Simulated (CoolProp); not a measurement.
Values from CoolProp's reference Helmholtz-energy equation of state, Lemmon 2006. It is a short technical equation, of lower accuracy than the large ones.

Task: For carbonyl sulfide, give the phase and the cp (kJ/(kg K)) at 444 K and 0.101 MPa; 479.2 K and 0.101 MPa.

Result: 
- 444 K and 0.101 MPa: gas; cp 0.790
- 479.2 K and 0.101 MPa: gas; cp 0.807
